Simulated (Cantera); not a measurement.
A diamond (100) surface in a fixed gas of H2 with x(CH4) = 0.003, x(H) = 0.00052, x(CH3) = 1e-05, 9.00 Torr; coverages are run to steady state.

Cantera simulation using the Harris–Goodwin 1993 mechanism for the reconstructed diamond (100) surface; the numbers are that mechanism's predictions, not measurements.

One state of this run: growth (µm/h) = 0.00581; θ c6HH = 0.486; θ c6H* = 0.0359; θ c6*H = 0.460; θ c6** = 0.0179; θ c6HM = 3.63e-5. θ: site fractions in the mechanism's names (c6HH fully hydrogenated, c6H* and c6*H radical sites, c6** diradical, c6HM methylated).

Which value of T (K) does it belong to?
(A) 1100
(B) 1400
(C) 900
(D) 1200

D, 1200
